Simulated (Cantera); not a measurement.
An adiabatic, constant-pressure homogeneous reactor starts with C3H8 : O2 : N2 = 1 : 11.9 : 44.8 (molar parts), equivalence ratio 0.42, at 1425 K and 4.93 atm. Integrator tolerance rtol = 1e-08.

Detailed kinetics in Cantera: GRI-Mech 3.0 (53 species, 325 reactions). GRI-Mech 3.0 was tuned for natural gas; its chemistry of propane as a main component is partial and can be far from experiment.

Problem. What does this change do: O2 11.9 to 16 parts?

Solution. 
```json
[
 {"quantity": "time of steepest temperature rise", "before": "67.2 µs", "after": "58.2 µs"},
 {"quantity": "temperature at 0.900 s", "before": "2291 K", "after": "2238 K"},
 {"quantity": "equilibrium temperature", "before": "2291 K", "after": "2238 K"},
 {"quantity": "x(C3H8) at 0.900 s", "before": "<1e-12 (gas-phase equilibrium <1e-12)", "after": "<1e-12 (gas-phase equilibrium <1e-12)"},
 {"quantity": "x(O2) at 0.900 s", "before": "0.111 (gas-phase equilibrium 0.111)", "after": "0.168 (gas-phase equilibrium 0.168)"},
 {"quantity": "x(HCN) at 0.900 s", "before": "<1e-12 (gas-phase equilibrium <1e-12)", "after": "<1e-12 (gas-phase equilibrium <1e-12)"},
 {"quantity": "x(C2H2) at 0.900 s", "before": "<1e-12 (gas-phase equilibrium <1e-12)", "after": "<1e-12 (gas-phase equilibrium <1e-12)"},
 {"quantity": "x(CO) at 0.900 s", "before": "0.000747 (gas-phase equilibrium 0.000747)", "after": "0.000403 (gas-phase equilibrium 0.000403)"},
 {"quantity": "x(CH2) at 0.900 s", "before": "<1e-12 (gas-phase equilibrium <1e-12)", "after": "<1e-12 (gas-phase equilibrium <1e-12)"},
 {"quantity": "x(C2H4) at 0.900 s", "before": "<1e-12 (gas-phase equilibrium <1e-12)", "after": "<1e-12 (gas-phase equilibrium <1e-12)"}
]
```

Problem. What does this change do: pressure from 4.93 atm to 1.00 atm?

Solution. 
```tsv
quantity	before	after
time of steepest temperature rise	67.2 µs	0.154 ms
temperature at 0.900 s	2291 K	2275 K
equilibrium temperature	2291 K	2275 K
x(C3H8) at 0.900 s	<1e-12 (gas-phase equilibrium <1e-12)	<1e-12 (gas-phase equilibrium <1e-12)
x(O2) at 0.900 s	0.111 (gas-phase equilibrium 0.111)	0.111 (gas-phase equilibrium 0.111)
x(HCN) at 0.900 s	<1e-12 (gas-phase equilibrium <1e-12)	<1e-12 (gas-phase equilibrium <1e-12)
x(C2H2) at 0.900 s	<1e-12 (gas-phase equilibrium <1e-12)	<1e-12 (gas-phase equilibrium <1e-12)
x(CO) at 0.900 s	0.000747 (gas-phase equilibrium 0.000747)	0.00147 (gas-phase equilibrium 0.00147)
x(CH2) at 0.900 s	<1e-12 (gas-phase equilibrium <1e-12)	<1e-12 (gas-phase equilibrium <1e-12)
x(C2H4) at 0.900 s	<1e-12 (gas-phase equilibrium <1e-12)	<1e-12 (gas-phase equilibrium <1e-12)
```

Problem. What does this change do: constant volume in place of constant pressure?

Solution. 
```csv
quantity,before,after
time of steepest temperature rise,67.2 µs,62.5 µs
temperature at 0.900 s,2291 K,2489 K
equilibrium temperature,2291 K,2489 K
x(C3H8) at 0.900 s,<1e-12 (gas-phase equilibrium <1e-12),<1e-12 (gas-phase equilibrium <1e-12)
x(O2) at 0.900 s,0.111 (gas-phase equilibrium 0.111),0.108 (gas-phase equilibrium 0.108)
x(HCN) at 0.900 s,<1e-12 (gas-phase equilibrium <1e-12),3.14e-12 (gas-phase equilibrium 3.14e-12)
x(C2H2) at 0.900 s,<1e-12 (gas-phase equilibrium <1e-12),<1e-12 (gas-phase equilibrium <1e-12)
x(CO) at 0.900 s,0.000747 (gas-phase equilibrium 0.000747),0.00175 (gas-phase equilibrium 0.00175)
x(CH2) at 0.900 s,<1e-12 (gas-phase equilibrium <1e-12),<1e-12 (gas-phase equilibrium <1e-12)
x(C2H4) at 0.900 s,<1e-12 (gas-phase equilibrium <1e-12),<1e-12 (gas-phase equilibrium <1e-12)
```
